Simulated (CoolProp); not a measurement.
A closed Brayton cycle with carbon dioxide: compressor inlet 326.15 K and 8.4 MPa, high pressure 26.3 MPa, turbine inlet 660 K, compressor efficiency 0.85, turbine efficiency 0.9, recuperator effectiveness 0.9 (on enthalpy, no pinch check). Each further row changes one setting.

Model: reference Helmholtz-energy equation of state, Span 1996, in CoolProp.

| case | thermal efficiency (%) | net work (kJ/kg) | compressor to turbine work | compressor exit (K) | turbine exit (K) |
|---|---|---|---|---|---|
| as stated | ? | 51.5 | 0.54 | 422.2 | 539.8 |
| turbine inlet 610 K | 21.0 | 40.1 | ? | 422.2 | 494.3 |
| compressor inlet 336.15 K | 22.5 | 44.2 | ? | 439.4 | 539.8 |
| high pressure 22.4 MPa | 25.2 | ? | 0.51 | 408.2 | ? |
| recuperator effectiveness 0.5 | 19.7 | 51.5 | 0.54 | 422.2 | 539.8 |

Q: Some entries are withheld; supply them.

A: 
- as stated, thermal efficiency (%): 24.8
- turbine inlet 610 K, compressor to turbine work: 0.60
- compressor inlet 336.15 K, compressor to turbine work: 0.61
- high pressure 22.4 MPa, net work (kJ/kg): 48.1
- high pressure 22.4 MPa, turbine exit (K): 556.4
